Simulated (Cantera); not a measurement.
**NiS + H2 + N2 (hydrogen reduction and annealing atmospheres)**

A closed system holds: 1 mol NiS, 4.4 mol H2, 5.1 mol N2, held at 2.20 bar.

These are equilibrium values from Cantera (NASA tables, ideal gas, pure condensed phases), not measurements of a reactor. Candidate condensed phases: Ni, NiS, NiS2, Ni3S2, Ni3S4, S; 17 gas species. Gases not in the tables: S3 to S7. The numbers say what is thermodynamically allowed, not how fast it happens.

| T (K) | x N2 | x H2 | x H2S | x NH3 | x S2 | n Ni3S2(s) | n Ni3S2(l) |
|---|---|---|---|---|---|---|---|
| 748 | 0.537 | 0.426 | 0.0352 | 0.00234 | 1.21e-10 | 0.333 | 0 |
| 823 | 0.537 | 0.427 | 0.0351 | 0.00107 | 1.62e-9 | 0.333 | 0 |
| 898 | 0.537 | 0.427 | 0.0351 | 0.000555 | 1.43e-8 | 0.333 | 0 |
| 973 | 0.537 | 0.428 | 0.0351 | 0.000315 | 9.11e-8 | 0.333 | 0 |
| 1048 | 0.537 | 0.428 | 0.0351 | 0.000194 | 4.47e-7 | 0.333 | 0 |
| 1123 | 0.537 | 0.428 | 0.0351 | 0.000127 | 1.78e-6 | 0 | 0.333 |
| 1198 | 0.537 | 0.428 | 0.0351 | 8.71e-5 | 5.95e-6 | 0 | 0.333 |
| 1273 | 0.537 | 0.428 | 0.0350 | 6.25e-5 | 1.73e-5 | 0 | 0.333 |
| 1348 | 0.537 | 0.428 | 0.0350 | 4.65e-5 | 4.46e-5 | 0 | 0.333 |
| 1423 | 0.537 | 0.428 | 0.0348 | 3.57e-5 | 0.000104 | 0 | 0.333 |
| 1498 | 0.537 | 0.428 | 0.0345 | 2.82e-5 | 0.000219 | 0 | 0.333 |
| 1573 | 0.537 | 0.429 | 0.0339 | 2.27e-5 | 0.000423 | 0 | 0.333 |
| 1648 | 0.536 | 0.429 | 0.0330 | 1.87e-5 | 0.000753 | 0 | 0.333 |
x: gas mole fraction; n: condensed amount in mol.

From 748 K to 1048 K the condensed part is Ni3S2(s). From 1123 K to 1648 K the condensed part is Ni3S2(l).
